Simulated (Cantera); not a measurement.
Charge: 1 mol CaF₂, a varied amount of H₂, held at 40.0 Pa.

Method: chemical equilibrium by Gibbs-energy minimisation in Cantera with the NASA 1993 tables (ideal gas, pure condensed phases). Candidate condensed phases: Ca, CaF₂; 15 gas species. Rates play no part.

Stable condensed phases, one row left out:

```
T in °C \ n(H₂) in mol
         0.89  1.6  2.8  5.1    9   16   29   51   91
   1852     A    A    A    A    A    A    A    A    A
   1752     A    A    A    A    A    A    A    A    A
   1652     A    A    A    A    A    A    A    A    A
   1552     A    A    A    A    A    A    A    A    A
   1452     B    B    A    A    A    A    A    A    A
   1352     B    B    B    B    B    A    A    A    A
   1152     B    B    B    B    B    B    B    B    B
   1052     B    B    B    B    B    B    B    B    B
    952     B    B    B    B    B    B    B    B    B
    852     B    B    B    B    B    B    B    B    B
    752     B    B    B    B    B    B    B    B    B
    652     B    B    B    B    B    B    B    B    B
    552     B    B    B    B    B    B    B    B    B
```

A: gas only; B: CaF₂.

### Question
Give the row for 1252 °C.

### Answer
0.89: CaF₂; 1.6: CaF₂; 2.8: CaF₂; 5.1: CaF₂; 9: CaF₂; 16: CaF₂; 29: CaF₂; 51: CaF₂; 91: gas only.
